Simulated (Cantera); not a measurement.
An isothermal, constant-pressure homogeneous reactor starts with 5.84 % H2, 94.2 % O2, equivalence ratio 0.031, at 925 K and 10.00 Torr.

Cantera simulation using the H2/O2 subset of GRI-Mech 3.0, which has no nitrogen chemistry; the numbers are that mechanism's predictions, not measurements. Radical loss at walls, strong at low pressure, is not modelled. Below about 950 K walls govern HO2 and H2O2 in real vessels. The temperature is held fixed by assumption; the heat of reaction is taken as removed at once.

One state of this run: x H2 = 1.12e-6; x O2 = 0.940; x HO2 = 1.71e-7; x H2O = 0.0601; x OH = 1.93e-5; x O = 6.86e-6; x H = 6.68e-8. x: mole fraction; the columns are a selection and need not sum to one.

Question: Which value of t (s) does it belong to?
A. 0.740
B. 0.0548
C. 1.76
D. 0.311

Answer: A, 0.740
